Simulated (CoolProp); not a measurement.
R1234ze(E) along the isotherm 405.5 K: density (kg/m³) from the reference equation and from simpler models built on Tc = 382.5 K, pc = 3.635 MPa, ω = 0.313; each cubic takes its own stable root.

Model: reference Helmholtz-energy equation of state, Thol 2016, in CoolProp.

```tsv
p (MPa)	phase	reference	van der Waals	Redlich-Kwong	Soave-Redlich-Kwong
1.36	gas	51.94	51.40	51.99	51.71
2.73	gas	123.0	121.3	123.8	121.6
4.09	supercritical	240.4	251.6	[?]	232.9
5.45	supercritical	515.1	476.7	497.2	440.1
6.82	supercritical	688.5	541.0	610.3	[?]
8.18	supercritical	759.5	577.9	672.1	642.8
9.55	supercritical	804.1	604.7	716.4	691.7
10.9	supercritical	836.4	625.5	[?]	[?]
12.3	supercritical	863.0	643.4	780.0	760.7
13.6	supercritical	883.6	657.6	803.5	785.7
15	supercritical	902.8	[?]	825.6	809.2
```

### Question
What belongs in the gaps?

### Answer

- 4.09, Redlich-Kwong: 248.2
- 6.82, Soave-Redlich-Kwong: 572.5
- 10.9, Redlich-Kwong: 750.6
- 10.9, Soave-Redlich-Kwong: 729.0
- 15, van der Waals: 670.9
